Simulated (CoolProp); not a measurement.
Vapour-liquid equilibrium of R1234yf (1) + R152A (2) at 263.9 K; x and y are mole fractions of (1).

Values from CoolProp's multi-fluid Helmholtz-energy mixture model, Lemmon 2022 and Outcalt 1996; pair parameters Bell 2023.

| x | bubble pressure, mixture model (MPa) | bubble pressure, Raoult's law (MPa) | y, mixture model | y, Raoult's law |
|---|---|---|---|---|
| 0.05 | 0.1933 | 0.1890 | 0.078 | 0.060 |
| 0.125 | 0.2012 | 0.1920 | 0.178 | 0.148 |
| 0.2 | [?] | 0.1951 | 0.262 | 0.234 |
| 0.275 | 0.2129 | 0.1982 | 0.338 | 0.316 |
| 0.35 | 0.2171 | 0.2013 | 0.408 | 0.396 |
| 0.425 | 0.2205 | 0.2044 | 0.474 | 0.474 |
| 0.5 | [?] | 0.2074 | 0.538 | 0.550 |
| 0.575 | 0.2253 | 0.2105 | 0.602 | 0.623 |
| 0.65 | [?] | 0.2136 | [?] | 0.694 |
| 0.725 | [?] | 0.2167 | 0.734 | 0.763 |
| 0.8 | 0.2285 | 0.2198 | 0.803 | 0.830 |
| 0.875 | 0.2286 | 0.2228 | 0.875 | 0.895 |
| 0.95 | 0.2283 | 0.2259 | 0.949 | 0.959 |

**Question.** What belongs in the gaps?

**Answer.** 
- 0.2, bubble pressure, mixture model (MPa): 0.2076
- 0.5, bubble pressure, mixture model (MPa): 0.2232
- 0.65, bubble pressure, mixture model (MPa): 0.2269
- 0.65, y, mixture model: 0.667
- 0.725, bubble pressure, mixture model (MPa): 0.2279

The largest gap from Raoult's law is +7.9 % in bubble pressure, at x = 0.425. y crosses x between x = 0.8 and 0.875: the model has an azeotrope there.

The pair parameters rest on a limited set of measurements; away from them the model extrapolates.
